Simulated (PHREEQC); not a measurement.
Consider water at 90 °C with 0.01 mol HF, 0.00047 mol Na2B4O7 and 0.0085 mol LiCl per kg of water. Closed to the air; pH follows from the charge balance.

Equilibrium calculation in PHREEQC: ion-association model, phreeqc.dat.

No solid was allowed to form.

Problem. Estimate the pH, ionic strength.

Solution. pH 3.01; ionic strength 0.0105 mol/kgw.

Problem. In which forms is F present?

Solution. HF 66 %, F- 14 %, BF4- 14 %, BF2(OH)2- 3.1 %, BF3OH- 2.3 %, HF2- 0.8 % of the F.

Complexes and solids missing from the database can't appear. Constants without temperature data keep their 25 °C values here. Real BF4- forms and hydrolyses slowly; the run takes it at equilibrium.
